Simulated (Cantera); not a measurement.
# Gas-phase reforming

An isothermal, constant-pressure homogeneous reactor starts with CH₄ : H₂O = 1 : 4.9 (molar parts), at 1450 K and 6.60 bar.

Model: GRI-Mech 3.0 (53 species, 325 reactions), integrated in Cantera.

```csv
t (s),x CH₄,x H₂O,x O,x CH₂CO,x C₂H,x C₂H₂,x O₂
0.000200,0.169,0.830,<1e-12,<1e-12,<1e-12,3.85e-9,<1e-12
0.000796,0.169,0.830,<1e-12,1.60e-11,<1e-12,1.91e-7,<1e-12
0.00317,0.168,0.830,1.73e-12,3.58e-9,<1e-12,1.10e-5,1.08e-12
0.0126,0.164,0.828,2.15e-12,4.43e-7,7.15e-12,0.000459,7.24e-12
0.0502,0.151,0.819,1.52e-12,7.19e-6,7.55e-11,0.00522,1.44e-11
0.200,0.117,0.791,<1e-12,1.88e-5,2.19e-10,0.0167,3.66e-12
0.796,0.0801,0.739,<1e-12,1.95e-5,2.82e-10,0.0210,1.64e-12
3.17,0.0792,0.670,<1e-12,6.04e-6,9.91e-11,0.00864,1.05e-12
12.6,0.0622,0.594,<1e-12,1.12e-6,1.97e-11,0.00202,<1e-12
50.2,0.0331,0.522,<1e-12,1.73e-7,2.36e-12,0.000275,<1e-12
200,0.00769,0.469,<1e-12,2.09e-8,<1e-12,9.29e-6,<1e-12
```
x: mole fraction; the columns are a selection and need not sum to one.

Equilibrium at this temperature and pressure: CH₄ 4.95e-6, H₂O 0.454, O <1e-12, CH₂CO 1.27e-11, C₂H <1e-12, C₂H₂ 3.49e-12, O₂ <1e-12 (gas phase only).
